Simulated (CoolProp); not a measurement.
The numbers come from the reference Helmholtz-energy equation of state, Penoncello 2003 in CoolProp.

Question: Give the vapour pressure (MPa), vapour density (kg/m³), liquid conductivity (mW/(m K)) of saturated CHF3 (R23) at 183.2, 194.1, 216 K.

Answer: 
```json
[
 {"T (K)": "183.2", "p (MPa)": "0.0626", "vapour density (kg/m³)": "2.97", "liquid conductivity (mW/(m K))": "142"},
 {"T (K)": "194.1", "p (MPa)": "0.120", "vapour density (kg/m³)": "5.46", "liquid conductivity (mW/(m K))": "132"},
 {"T (K)": "216", "p (MPa)": "0.354", "vapour density (kg/m³)": "15.2", "liquid conductivity (mW/(m K))": "116"}
]
```

Thermal conductivity comes from a separate model (Shan 2000).
